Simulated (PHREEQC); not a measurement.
Dissolve 1.3 mmol/kgw AlCl3 and 0.62 mmol/kgw Na2SiF6 at 25 °C. Closed to the air; pH follows from the charge balance.

Model: ion-association model, wateq4f.dat, run in PHREEQC.

This is a speciation only: nothing precipitates in the calculation.

Task: What pH does the model give?

Result: pH 2.69.

Task: In which forms is Al present?

Result: AlF3 52 %, AlF2+ 45 %, AlF4- 2.2 %, AlF+2 1.1 % of the Al.

Examples of supersaturated solids here: Quartz (slow to form), Chalcedony (slow to form). Others may be too. SiF6-2 is the database's only silicon fluoride. Fluoro complexes past AlF4- and FeF3 are missing from the database.
